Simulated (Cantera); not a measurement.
## Adiabatic ignition

An adiabatic, constant-volume homogeneous reactor starts with CH4 : C2H6 : C3H8 : O2 : N2 = 1 : 0.039 : 0.26 : 1.91 : 7.18 (molar parts), at 1098 K and 1.60 bar.

Computed with Cantera and GRI-Mech 3.0 (53 species, 325 reactions). GRI-Mech 3.0 was tuned for natural gas; its chemistry of propane as a main component is partial and can be far from experiment.

```tsv
t (s)	T (K)	P (bar)	x CH4	x C2H6	x C3H8	x C2H4	x CH2O	x CH2	x H
7.00e-6	1098	1.60	0.0963	0.00375	0.0250	3.29e-8	1.28e-10	<1e-12	1.58e-10
2.36e-5	1098	1.60	0.0963	0.00375	0.0250	1.46e-7	1.60e-9	<1e-12	1.74e-10
7.98e-5	1098	1.60	0.0963	0.00375	0.0250	5.89e-7	2.19e-8	<1e-12	2.33e-10
0.000270	1098	1.60	0.0963	0.00375	0.0250	2.94e-6	3.82e-7	<1e-12	7.55e-10
0.000911	1098	1.60	0.0963	0.00375	0.0250	2.35e-5	7.47e-6	<1e-12	3.74e-9
0.00308	1098	1.60	0.0962	0.00376	0.0249	0.000147	5.65e-5	<1e-12	5.38e-9
0.0104	1099	1.60	0.0962	0.00377	0.0245	0.000650	0.000254	1.26e-12	8.17e-9
0.0351	1118	1.64	0.0951	0.00392	0.0210	0.00448	0.00170	1.80e-11	6.80e-8
0.118	2660	4.57	5.65e-11	<1e-12	<1e-12	<1e-12	2.79e-8	7.62e-12	0.00787
0.400	2660	4.57	5.65e-11	<1e-12	<1e-12	<1e-12	2.79e-8	7.62e-12	0.00787
```
x: mole fraction; the columns are a selection and need not sum to one.

| Item | Value |
|---|---|
| time of steepest temperature rise | 43.0 ms |
| temperature at 0.400 s | 2660 K |
| equilibrium temperature | 2660 K |
| x(CH4) at 0.400 s | 5.65e-11 (gas-phase equilibrium 6.35e-11) |
| x(C2H6) at 0.400 s | <1e-12 (gas-phase equilibrium <1e-12) |
| x(C3H8) at 0.400 s | <1e-12 (gas-phase equilibrium <1e-12) |
